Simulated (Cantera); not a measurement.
A Cantera script and its output.

```python
import numpy as np
import cantera as ct

gas = ct.Solution("gri30.yaml")
gas.TPX = 500, 37000, {'CH4': 1, 'CO': 0.21, 'O2': 1.91, 'N2': 8.23}
flame = ct.FreeFlame(gas, width=0.08)
flame.set_refine_criteria(ratio=3, slope=0.08, curve=0.16)
flame.transport_model = "mixture-averaged"
flame.solve(loglevel=0, auto=True)
z, T = flame.grid, flame.T
thick = (T[-1] - T[0]) / np.gradient(T, z).max()
show = ['CH4', 'CO', 'O2', 'CH2O', 'OH', 'CH2']
print(f"laminar burning velocity  {flame.velocity[0] * 100:.3f} cm/s")
print(f"burnt temperature         {T[-1]:.1f} K")
print(f"thermal thickness         {thick * 1e3:.4f} mm")
print(f"grid points               {len(z)}")
z0 = z[flame.heat_release_rate.argmax()]
print(f"{'z/mm':>9s}{'T/K':>9s}{'u/(m/s)':>9s}" + "".join(f"{s:>11s}" for s in show))
rows = []
for k in (-3, -2, -1.5, -1, -0.5, -0.25, 0, 0.25, 0.5, 1, 2, 4, 8):
    zz = z0 + k * thick
    rows.append([k * thick, np.interp(zz, z, T), np.interp(zz, z, flame.velocity),
                 *(np.interp(zz, z, flame.X[gas.species_index(s)]) for s in show)])
    print(f"{rows[-1][0] * 1e3:9.3f}{rows[-1][1]:9.1f}{rows[-1][2]:9.3f}" + "".join(f"{x:11.3e}" for x in rows[-1][3:]))
```

Output:

```
laminar burning velocity  101.460 cm/s
burnt temperature         2215.8 K
thermal thickness         0.9150 mm
grid points               154
     z/mm      T/K  u/(m/s)        CH4         CO         O2       CH2O         OH        CH2
   -2.745    500.1    1.015  8.803e-02  1.849e-02  1.682e-01  2.623e-08  5.781e-12  3.266e-18
   -1.830    500.8    1.019  8.782e-02  1.847e-02  1.678e-01  4.909e-07  6.224e-10  3.424e-15
   -1.373    504.8    1.029  8.734e-02  1.848e-02  1.672e-01  3.974e-06  2.160e-08  6.852e-13
   -0.915    546.8    1.122  8.444e-02  1.919e-02  1.641e-01  5.115e-05  1.969e-06  9.718e-10
   -0.458    898.3    1.871  6.303e-02  2.926e-02  1.380e-01  4.367e-04  4.510e-05  3.465e-07
   -0.229   1293.0    2.723  3.582e-02  4.526e-02  1.010e-01  8.235e-04  3.457e-04  1.001e-05
    0.000   1666.2    3.538  9.293e-03  6.220e-02  5.617e-02  6.326e-04  2.027e-03  5.159e-05
    0.229   1823.0    3.872  8.305e-04  6.200e-02  2.875e-02  1.202e-04  5.202e-03  1.673e-05
    0.458   1859.8    3.937  3.756e-05  5.347e-02  1.859e-02  6.790e-06  6.961e-03  1.006e-06
    0.915   1890.4    3.980  7.739e-08  4.339e-02  1.357e-02  1.502e-08  7.607e-03  2.343e-09
    1.830   1926.8    4.041  2.507e-11  3.858e-02  1.160e-02  8.820e-11  7.586e-03  8.764e-13
    3.660   1975.7    4.129  4.238e-16  3.694e-02  9.993e-03  7.674e-11  7.295e-03  3.232e-16
    7.320   2035.6    4.237  2.275e-16  3.536e-02  8.032e-03  6.985e-11  6.676e-03  2.268e-16
```

Detailed kinetics in Cantera: GRI-Mech 3.0 (53 species, 325 reactions). Burning velocities carry a grid error of a few per cent, more on coarse grids.
